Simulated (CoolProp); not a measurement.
Properties of R1233zd(E) along the isobar 101 kPa.

The numbers come from the reference Helmholtz-energy equation of state, Akasaka 2022 in CoolProp.

| T (K) | phase | Z | cv (kJ/(kg K)) | Joule-Thomson coefficient (K/MPa) |
|---|---|---|---|---|
| 292.9 | gas | 0.9595 | 0.7144 | 33.25 |
| 308.6 | gas | 0.9663 | 0.7404 | ___ |
| 324.3 | gas | 0.9716 | ___ | 23.87 |
| 340 | gas | 0.9759 | 0.7873 | 20.61 |
| 355.7 | gas | 0.9793 | 0.8086 | ___ |
| 371.4 | gas | 0.9821 | 0.8287 | ___ |
| 387.1 | gas | 0.9845 | 0.8477 | 14.07 |
| 402.9 | gas | 0.9865 | 0.8658 | 12.57 |
| 418.6 | gas | 0.9881 | 0.8831 | 11.32 |
| 434.3 | gas | 0.9895 | 0.8996 | 10.25 |
| 450 | gas | 0.9907 | 0.9155 | 9.326 |

Task: Some entries are withheld; supply them.

Result: 
- 308.6, Joule-Thomson coefficient (K/MPa): 27.99
- 324.3, cv (kJ/(kg K)): 0.7646
- 355.7, Joule-Thomson coefficient (K/MPa): 17.99
- 371.4, Joule-Thomson coefficient (K/MPa): 15.84
